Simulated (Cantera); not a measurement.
A Cantera script and its output.

```python
import numpy as np
import cantera as ct

gas = ct.Solution("h2o2.yaml")
gas.TPX = 1525, 53000, {'H2': 1, 'O2': 0.455, 'N2': 1.71}
reactor = ct.IdealGasReactor(gas, energy="on", clone=False)
net = ct.ReactorNet([reactor])
net.rtol, net.atol = 1e-08, 1e-16
show = ['H2', 'O2', 'H2O2', 'OH', 'HO2', 'H2O']
times = np.geomspace(1e-06, 1, 11)

steps = ct.SolutionArray(gas, extra=["t"])
rows = []
print(f"{'t/s':>10s}{'T/K':>9s}{'P/Pa':>11s}" + "".join(f"{s:>11s}" for s in show))
for t in times:
    while net.time < t:
        t_next = net.step()
        steps.append(gas.state, t=t_next)
    rows.append([np.interp(t, steps.t, y) for y in (steps.T, steps.P, *steps(*show).X.T)])
    print(f"{t:10.3e}{rows[-1][0]:9.1f}{rows[-1][1]:11.4g}" + "".join(f"{x:11.3e}" for x in rows[-1][2:]))
rate = np.gradient(steps.T, steps.t)
print("integrator steps:", len(steps.t))
if steps.T.max() > steps.T[0] + 200:
    print(f"time of steepest temperature rise: {steps.t[rate.argmax()]:.4e} s")
gas.TPX = 1525, 53000, {'H2': 1, 'O2': 0.455, 'N2': 1.71}
gas.equilibrate("UV")
print(f"equilibrium (UV): T = {gas.T:.1f} K  " + "  ".join(f"{s} {gas[s].X[0]:.3e}" for s in show))
```

Output:

```
       t/s      T/K       P/Pa         H2         O2       H2O2         OH        HO2        H2O
 1.000e-06   1525.0    5.3e+04  3.160e-01  1.438e-01  9.798e-10  2.083e-08  2.061e-07  4.672e-08
 3.981e-06   1525.0    5.3e+04  3.160e-01  1.438e-01  1.368e-08  3.077e-07  8.314e-07  2.211e-06
 1.585e-05   1528.7  5.313e+04  3.096e-01  1.411e-01  3.747e-07  4.421e-04  1.882e-05  4.295e-03
 6.310e-05   2345.1  7.783e+04  7.837e-02  2.406e-02  2.296e-07  3.375e-02  5.874e-06  1.962e-01
 2.512e-04   2939.7  9.368e+04  7.397e-02  1.539e-02  4.323e-07  3.830e-02  7.965e-06  2.322e-01
 1.000e-03   2949.2  9.392e+04  7.378e-02  1.524e-02  4.465e-07  3.825e-02  8.093e-06  2.329e-01
 3.981e-03   2949.2  9.392e+04  7.378e-02  1.524e-02  4.465e-07  3.825e-02  8.093e-06  2.329e-01
 1.585e-02   2949.2  9.392e+04  7.378e-02  1.524e-02  4.465e-07  3.825e-02  8.093e-06  2.329e-01
 6.310e-02   2949.2  9.392e+04  7.378e-02  1.524e-02  4.465e-07  3.825e-02  8.093e-06  2.329e-01
 2.512e-01   2949.2  9.392e+04  7.378e-02  1.524e-02  4.465e-07  3.825e-02  8.093e-06  2.329e-01
 1.000e+00   2949.2  9.392e+04  7.378e-02  1.524e-02  4.465e-07  3.825e-02  8.093e-06  2.329e-01
integrator steps: 1146
time of steepest temperature rise: 2.2374e-05 s
equilibrium (UV): T = 2949.2 K  H2 7.378e-02  O2 1.524e-02  H2O2 4.465e-07  OH 3.825e-02  HO2 8.093e-06  H2O 2.329e-01
```

Model: the H2/O2 subset of GRI-Mech 3.0, which has no nitrogen chemistry, integrated in Cantera.
